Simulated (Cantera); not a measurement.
Feed: 1 mol SiH₄, 0.01 mol Cl₂, 4.3 mol N₂, at 1675 K and 1 atm.

Cantera equilibrium calculation (NASA polynomials, part measured and part estimated; ideal gas, pure solids and liquids). Candidate condensed phases: NH₄Cl, Si, Si₃N₄; 28 gas species. Equilibrium is a limit: real reactors are often held back by kinetics, nucleation or transport.

Base state: N₂ 0.644, H₂ 0.353, HCl 0.00354, H 6.85e-5 (mole fractions); condensed: Si₃N₄(s).

### Question
What changes in the equilibrium state with this change: Cl₂ from 0.01 to 0.006 mol?

### Answer
| species | before | after |
|---|---|---|
| N₂ | 0.644 | 0.644 |
| H₂ | 0.353 | 0.354 |
| HCl | 0.00354 | 0.00213 |
| H | 6.85e-5 | 6.86e-5 |
| Si₃N₄(s), mol | 0.333 | 0.333 |

### Question
What changes in the equilibrium state with this change: Cl₂ from 0.01 to 0.023 mol?

### Answer
| species | before | after |
|---|---|---|
| N₂ | 0.644 | 0.642 |
| H₂ | 0.353 | 0.349 |
| HCl | 0.00354 | 0.00811 |
| H | 6.85e-5 | 6.82e-5 |
| Si₃N₄(s), mol | 0.333 | 0.333 |
